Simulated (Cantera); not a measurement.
Feed: 1 mol CaF2, 36 mol H2, 0.68 mol H2O, held at 2075 K and 0.100 bar.

These are equilibrium values from Cantera (NASA tables, ideal gas, pure condensed phases), not measurements of a reactor. Candidate condensed phases: Ca, CaF2, CaO, Ca(OH)2, H2O; 29 gas species. Equilibrium is a limit: real reactors are often held back by kinetics, nucleation or transport.

Base state: H2 0.945, HF 0.0241, CaF2 0.0134, H 0.00819, H2O 0.00731, CaF 0.00195, Ca 0.000461, CaOH 3.07e-5 (mole fractions); condensed: CaO(s).

Question: What changes in the equilibrium state with this change: H2O from 0.68 to 6.4 mol?

Answer: 
| species | before | after |
|---|---|---|
| H2 | 0.945 | 0.822 |
| H2O | 0.00731 | 0.126 |
| HF | 0.0241 | 0.0412 |
| CaF2 | 0.0134 | 0.00226 |
| Ca | 0.000461 | 2.32e-5 |
| OH | 7.23e-6 | 0.000134 |
| CaO(s), mol | 0.401 | 0.890 |
